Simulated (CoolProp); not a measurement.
Vapour-liquid equilibrium of benzene (1) + n-octane (2) at 0.174 MPa; x and y are mole fractions of (1).

Computed with CoolProp (multi-fluid Helmholtz-energy mixture model, Thol 2012 and Beckmüller 2019; pair parameters Bell 2016).

```
x     bubble temperature (°C)  y at the bubble point  dew temperature at overall composition x (°C)  liquid density (mol/L)
----  -----------------------  ---------------------  ---------------------------------------------  ----------------------
0.05                    141.6                  0.146                                          144.8                   5.337
0.15                    133.2                  0.377                                          141.5                   5.678
0.25                    126.0                  0.541                                          138.0                   6.040
0.35               (withheld)                  0.657                                          134.2                   6.425
0.45                    115.3                  0.741                                          130.1                   6.841
0.55               (withheld)                  0.805                                          125.5                   7.297
0.65                    107.9                  0.857                                          120.5                   7.801
0.75                    105.0                  0.901                                          114.7                   8.365
0.85                    102.3                  0.941                                          108.4                   9.004
0.95                     99.9                  0.980                                          101.8              (withheld)
```

Q: Fill in the missing entries.

A: 
- 0.35, bubble temperature (°C): 120.1
- 0.55, bubble temperature (°C): 111.3
- 0.95, liquid density (mol/L): 9.735

No azeotrope shows between x = 0.05 and 0.95.

The pair parameters rest on a limited set of measurements; away from them the model extrapolates.
